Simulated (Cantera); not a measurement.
A Cantera script and what it prints.

```python
import numpy as np
import cantera as ct

gas_names = [...]  # 95 gases of nasa_gas.yaml made of C, F, H
cond_names = """
    C(gr) C6H6(L) C7H8(L) C8H18(L),n-octa
""".split()


# ... load() reads the species with a 1 bar reference pressure and builds the phases ...
atoms = {
    'c-C4F8': {'C': 4, 'F': 8},
    'CH4': {'C': 1, 'H': 4},
    'H2': {'H': 2},
}
top_T = {'C(gr)': 4500}  # K; cautious upper limits of use, not melting points


# ... equilibrate(T, P, feed) seeds the gas with the atoms and calls Mixture.equilibrate('TP', solver="vcs", rtol=1e-11, max_steps=5000) ...
results = []
feed = {'c-C4F8': 1, 'CH4': 0.18, 'H2': 1.3}  # mol
P = 18000  # Pa
for T in [975, 1175, 1375, 1575, 1775, 1975, 2175, 2375, 2575, 2775]:
    mix = equilibrate(T, P, feed)
    results.append((T, P, feed, dict(zip(mix.species_names, mix.species_moles))))
    x = sorted(zip(gas.X, gas.species_names), reverse=True)
    print(f"T = {T:g} K  P = {P:g} Pa  gas = {mix.phase_moles(0):.4g} mol")
    print("   x: " + "  ".join(f"{s} {v:.3e}" for v, s in x if v > 0.001))
    print("   condensed (mol): " + ("  ".join(f"{mix.phase(i).name} {mix.phase_moles(i):.4g}"
          for i in range(1, mix.n_phases) if mix.phase_moles(i) > 1e-12) or "none"))
```

It prints:

```
T = 975 K  P = 18000 Pa  gas = 4.49 mol
   x: HF 7.394e-01  CF4 2.606e-01
   condensed (mol): C(gr) 3.01
T = 1175 K  P = 18000 Pa  gas = 4.49 mol
   x: HF 7.394e-01  CF4 2.606e-01
   condensed (mol): C(gr) 3.01
T = 1375 K  P = 18000 Pa  gas = 4.49 mol
   x: HF 7.394e-01  CF4 2.606e-01
   condensed (mol): C(gr) 3.01
T = 1575 K  P = 18000 Pa  gas = 4.49 mol
   x: HF 7.393e-01  CF4 2.604e-01
   condensed (mol): C(gr) 3.01
T = 1775 K  P = 18000 Pa  gas = 4.495 mol
   x: HF 7.386e-01  CF4 2.592e-01  CF2 1.628e-03
   condensed (mol): C(gr) 3.006
T = 1975 K  P = 18000 Pa  gas = 4.523 mol
   x: HF 7.339e-01  CF4 2.517e-01  CF2 1.069e-02  F 2.275e-03  CF3 1.335e-03
   condensed (mol): C(gr) 2.987
T = 2175 K  P = 18000 Pa  gas = 4.649 mol
   x: HF 7.140e-01  CF4 2.218e-01  CF2 4.674e-02  F 1.301e-02  CF3 4.267e-03
   condensed (mol): C(gr) 2.911
T = 2375 K  P = 18000 Pa  gas = 5.039 mol
   x: HF 6.589e-01  CF4 1.451e-01  CF2 1.348e-01  F 5.126e-02  CF3 8.791e-03  CF 1.115e-03
   condensed (mol): C(gr) 2.719
T = 2575 K  P = 18000 Pa  gas = 5.763 mol
   x: HF 5.760e-01  CF2 2.256e-01  F 1.355e-01  CF4 4.803e-02  CF3 9.214e-03  CF 5.532e-03
   condensed (mol): C(gr) 2.517
T = 2775 K  P = 18000 Pa  gas = 6.44 mol
   x: HF 5.152e-01  F 2.432e-01  CF2 2.126e-01  CF 1.693e-02  CF4 6.941e-03  CF3 4.557e-03
   condensed (mol): C(gr) 2.624
```

Equilibrium computed with Cantera from the NASA thermochemical tables; the gas is ideal and each condensed phase is pure. The feed counts by its element totals alone. The tables' values for C2F4 are old estimates; treat these amounts as uncertain. Gases not in the tables: C2F6 and larger saturated fluorocarbons.
